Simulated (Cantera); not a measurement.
A freely propagating, adiabatic, planar premixed flame of CH4 : C2H6 : C3H8 : O2 : N2 : H2O = 1 : 0.45 : 0.69 : 10.6 : 40.4 : 6.4 (molar parts), unburnt at 350 K and 2.40 bar; mixture-averaged transport, grid criteria slope 0.08 and curve 0.16, no radiation.

Computed with Cantera and GRI-Mech 3.0 (53 species, 325 reactions). GRI-Mech 3.0 was tuned for natural gas; its chemistry of propane as a main component is partial and can be far from experiment. Burning velocities carry a grid error of a few per cent, more on coarse grids.

```json
[
 {"quantity": "laminar burning velocity", "before": "10.3 cm/s", "after": "4.42 cm/s"},
 {"quantity": "thermal thickness", "before": "0.534 mm", "after": "1.10 mm"},
 {"quantity": "peak x(C2H)", "before": "1.19e-8", "after": "<1e-8"},
 {"quantity": "peak x(CH3)", "before": "0.000216", "after": "8.11e-5"}
]
```

Q: Which change was made?
(A) inlet temperature 350 to 373 K
(B) CH4 1 to 1.3 parts
(C) inlet temperature 350 to 600 K
(D) N2 40.4 to 52 parts

A: D, N2 40.4 to 52 parts
